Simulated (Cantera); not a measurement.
# Hydrogen reduction and annealing atmospheres: Fe3O4 + H2

Charge: 1 mol Fe3O4, 1.6 mol H2, at 1802 °C and 0.00133 bar.

These are equilibrium values from Cantera (NASA tables, ideal gas, pure condensed phases), not measurements of a reactor. Candidate condensed phases: Fe, FeO, Fe(OH)2, Fe(OH)3, Fe2O3, Fe3O4, H2O; 12 gas species. The tables' stoichiometric FeO is somewhat more stable than real wüstite, so its field is too wide. FeO: taken at fixed stoichiometry. The numbers say what is thermodynamically allowed, not how fast it happens.

```json
{
 "x(H2O)": "0.627",
 "x(H2)": "0.217",
 "x(Fe)": "0.101",
 "x(H)": "0.0340",
 "x(OH)": "0.0112",
 "x(FeO)": "0.00691",
 "x(O2)": "0.00155",
 "x(O)": "0.00126",
 "x(Fe(OH)2)": "0.000342",
 "n(FeO(l))": "2.80 mol",
 "gas_amount": "1.846 mol",
 "log10 activity of Fe(l) (absent)": "-0.78"
}
```
